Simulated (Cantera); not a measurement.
Feed: 1 mol CH3Cl, 0.46 mol Si, 2.1 mol H2, held at 1625 K and 0.230 bar.

These are equilibrium values from Cantera (NASA tables, ideal gas, pure condensed phases), not measurements of a reactor. Candidate condensed phases: C, C6H6, C7H8, C8H18, Si, SiC; 109 gas species. The tables' values for SiCl3 are old estimates; treat these amounts as uncertain. Kinetics and transport are ignored.

Base state: H2 0.760, HCl 0.236, SiCl2 0.00293, SiCl3 0.000452, CH4 0.000195, SiCl4 0.000162, H 0.000128, SiHCl3 8.14e-5 (mole fractions); condensed: C(graphite) + SiC(s).

Question: What changes in the equilibrium state with this change: pressure from 0.230 bar to 2.00e-5 bar?

Answer: 
| species | before | after |
|---|---|---|
| H2 | 0.760 | 0.747 |
| HCl | 0.236 | 0.233 |
| H | 0.000128 | 0.0136 |
| Cl | 3.13e-5 | 0.00334 |
| SiCl2 | 0.00293 | 0.00290 |
| CH4 | 0.000195 | 1.64e-8 |
| SiHCl3 | 8.14e-5 | 6.90e-9 |
| SiCl4 | 0.000162 | 1.38e-8 |
| Si | 8.10e-9 | 9.32e-5 |
| SiCl3 | 0.000452 | 4.15e-6 |
| C(graphite), mol | 0.554 | 0.552 |
| SiC(s), mol | 0.445 | 0.447 |
The tables' values for SiCl are old estimates; treat these amounts as uncertain.

Question: What changes in the equilibrium state with this change: H2 from 2.1 to 0.34 mol?

Answer: 
| species | before | after |
|---|---|---|
| H2 | 0.760 | 0.594 |
| HCl | 0.236 | 0.390 |
| SiCl2 | 0.00293 | 0.0103 |
| SiCl4 | 0.000162 | 0.00199 |
| SiCl3 | 0.000452 | 0.00296 |
| C(graphite), mol | 0.554 | 0.576 |
| SiC(s), mol | 0.445 | 0.423 |
